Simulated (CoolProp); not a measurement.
Properties of fluorine along the isotherm -124.85 °C (Tc = -128.7 °C, pc = 5240 kPa, ω = 0.045).

Model: reference Helmholtz-energy equation of state, de Reuck 1990, in CoolProp.

| p (kPa) | phase | Z | cp (kJ/(kg K)) | speed of sound (m/s) | expansivity (1/kK) |
|---|---|---|---|---|---|
| 1250 | gas | 0.9233 | 0.8888 | 204.5 | 8.630 |
| 2500 | gas | 0.8347 | 1.070 | 195.1 | 11.74 |
| 3750 | gas | 0.7291 | 1.425 | 185.2 | 17.98 |
| 5000 | gas | 0.5875 | 2.592 | 173.4 | 38.01 |
| 6250 | supercritical | 0.2981 | 12.21 | 169.9 | 185.5 |
| 7500 | supercritical | 0.2750 | 3.574 | 260.4 | 36.38 |
| 8750 | supercritical | 0.2979 | 2.716 | 307.3 | 23.13 |
| 10000 | supercritical | 0.3254 | 2.355 | 340.5 | 17.80 |
| 11200 | supercritical | 0.3531 | 2.152 | 366.1 | 14.89 |
| 12500 | supercritical | 0.3836 | 2.006 | 389.7 | 12.84 |
| 13800 | supercritical | 0.4141 | 1.901 | 410.6 | 11.40 |
| 15000 | supercritical | 0.4424 | 1.828 | 428.2 | 10.39 |
| 16200 | supercritical | 0.4705 | 1.769 | 444.6 | 9.588 |
| 17500 | supercritical | 0.5008 | 1.717 | 461.3 | 8.887 |
| 18800 | supercritical | 0.5309 | 1.675 | 477.2 | 8.310 |
| 20000 | supercritical | 0.5586 | 1.641 | 491.4 | 7.860 |

The peak of cp marks the crossing from liquid-like to gas-like fluid above the critical point.
